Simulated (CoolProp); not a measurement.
Model: reference Helmholtz-energy equation of state, Leachman 2009, in CoolProp.

Problem. Give the vapour pressure (MPa), liquid density (kg/m³), enthalpy of vaporisation (kJ/kg), liquid cp (kJ/(kg K)) of saturated normal hydrogen at 25.7, 29.1 K.

Solution. 
```
T (K)  p (MPa)  liquid density (kg/m³)  enthalpy of vaporisation (kJ/kg)  liquid cp (kJ/(kg K))
-----  -------  ----------------------  --------------------------------  ---------------------
25.7     0.371                    63.6                               399                   14.1
29.1     0.694                    56.9                               329                   21.2
```
